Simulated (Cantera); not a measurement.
**Reactions in the system H-N-O-Zr**

Cantera with NASA thermochemical tables; ideal gases at 1 bar, condensed phases pure. Values are per mole of reaction as written; species without (g) are pure solids or liquids, kept so even where they would boil at 1 bar. ZrN: taken at fixed stoichiometry.

2 NH3(g) + 2 ZrO2(g) ⇌ O(g) + 3 H2O(g) + 2 ZrN

```
T (K)  ΔH° (kJ)  ΔS° (J/K)  ΔG° (kJ)  log10 K
-----  --------  ---------  --------  -------
300      -542.5     -127.4    -504.2    87.80
2123     -486.1      -65.8    -346.4     8.52
2223     -482.2      -64.0    -339.9     7.99
2323     -478.1      -62.2    -333.6     7.50
2423     -473.8      -60.4    -327.5     7.06
2523     -469.4      -58.6    -321.5     6.66
```
